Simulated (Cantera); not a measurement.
**NO annealing gas**

An isothermal, constant-pressure homogeneous reactor starts with NO : N2 = 1 : 5.6 (molar parts), at 2175 K and 100.0 Torr.

Detailed kinetics in Cantera: GRI-Mech 3.0 (53 species, 325 reactions).

```
t (s)        x NO      x O2    x N2O       x O   x N2    x NO2
--------  -------  --------  -------  --------  -----  -------
4.00e-5     0.152  6.17e-10  4.49e-7   4.65e-7  0.848  1.46e-9
0.000159    0.152   1.01e-8  1.69e-6   1.93e-6  0.848  1.87e-8
0.000633    0.151   1.78e-7  5.44e-6   8.88e-6  0.848  1.67e-7
0.00252     0.151   3.62e-6  1.09e-5   4.53e-5  0.848  1.04e-6
0.0100      0.151   7.32e-5  1.16e-5  0.000192  0.849  4.41e-6
0.0399      0.149  0.000952  1.08e-5  0.000422  0.849  9.11e-6
0.159       0.139   0.00596  9.08e-6  0.000619  0.855  1.31e-5
0.632      0.0920    0.0291  3.74e-6   0.00113  0.878  1.67e-5
2.51       0.0152    0.0673  2.31e-7   0.00165  0.916  4.13e-6
10.0      0.00752    0.0711  1.65e-7   0.00169  0.920  2.10e-6
```
x: mole fraction; the columns are a selection and need not sum to one.

Equilibrium at this temperature and pressure: NO 0.00752, O2 0.0711, N2O 1.65e-7, O 0.00169, N2 0.920, NO2 2.10e-6 (gas phase only).
